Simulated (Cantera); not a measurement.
**AlBr₃ + NH₃ + N₂ (aluminium nitride and oxide growth)**

Feed: 1 mol AlBr₃, 0.4 mol NH₃, 2.3 mol N₂, at 0.840 bar.

Method: chemical equilibrium by Gibbs-energy minimisation in Cantera with the NASA 1993 tables (ideal gas, pure condensed phases). Candidate condensed phases: Al, AlBr₃, AlN, Br₂; 19 gas species. Rates play no part.

```tsv
T (K)	log p N₂	log p AlBr₃	log p H₂	log p HBr	log p AlBr	log p Br	log p H	log p Al₂Br₆	n AlN(s)
1500	-0.30	-0.74	-1.05	-1.17	-4.07	-3.40	-5.28	-4.63	0.110
1550	-0.30	-0.74	-1.05	-1.18	-3.68	-3.23	-5.03	-4.74	0.108
1600	-0.30	-0.74	-1.05	-1.18	-3.31	-3.08	-4.79	-4.84	0.106
1650	-0.30	-0.74	-1.04	-1.19	-2.96	-2.93	-4.56	-4.93	0.104
1700	-0.30	-0.74	-1.04	-1.20	-2.63	-2.79	-4.35	-5.02	0.0992
1750	-0.30	-0.74	-1.04	-1.20	-2.32	-2.66	-4.15	-5.11	0.0911
1800	-0.30	-0.75	-1.04	-1.21	-2.04	-2.54	-3.97	-5.20	0.0762
```
log p: log10 of the partial pressure in bar; n: condensed amount in mol.

From 1500 K to 1800 K the condensed part is AlN(s). The main Al-bearing gas is AlBr₃ throughout. The share of Al in condensed phases is highest at 1500 K (11.0 %) and lowest at 1800 K (7.6 %).
